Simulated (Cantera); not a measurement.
Charge: 1 mol SiH₄, 15 mol CO₂, 3.1 mol N₂O, held at 1.00 bar.

Cantera equilibrium calculation (NASA polynomials, part measured and part estimated; ideal gas, pure solids and liquids). Candidate condensed phases: C, C₆H₆, C₇H₈, C₈H₁₈, H₂O, Si, SiC, SiO₂, Si₂N₂O, Si₃N₄; 151 gas species. The tables hold silica as quartz up to 1696 K and as liquid above; real silica turns to tridymite and cristobalite and melts near 1996 K. Gases not in the tables: Si(OH)₄. Equilibrium is a limit: real reactors are often held back by kinetics, nucleation or transport.

x: gas mole fraction; n: condensed amount in mol.

```tsv
T (K)	x CO₂	x N₂	x H₂O	x CO	x H₂	x CH₄	n C(graphite)	n SiO₂(α-quartz)	n SiO₂(β-quartz)
523	0.742	0.158	0.0983	8.76e-5	0.00105	?	0.393	1.00	0
623	0.741	0.157	0.0924	0.00215	0.00570	0.00165	0.307	1.00	0
723	0.726	0.155	0.0791	0.0210	0.0176	0.00157	0	1.00	0
823	0.715	0.154	0.0859	0.0312	0.0136	?	0	1.00	0
923	0.711	0.154	0.0903	0.0356	0.00922	?	0	0	1.00
1023	0.708	0.154	0.0929	0.0382	0.00656	?	0	0	1.00
1123	0.706	0.154	0.0946	0.0399	0.00489	?	0	0	1.00
1223	0.705	0.154	0.0957	0.0410	0.00381	?	0	0	1.00
1323	0.705	0.154	0.0964	0.0417	0.00308	<1e-12	0	0	1.00
1423	0.704	0.154	0.0969	0.0422	0.00256	<1e-12	0	0	1.00
1523	0.704	0.154	0.0973	0.0426	0.00219	<1e-12	0	0	1.00
```

### Question
Fill in the missing entries.

### Answer

- 523, x CH₄: 0.00116
- 823, x CH₄: 1.12e-5
- 923, x CH₄: 1.11e-7
- 1023, x CH₄: 2.38e-9
- 1123, x CH₄: 9.54e-11
- 1223, x CH₄: 6.32e-12
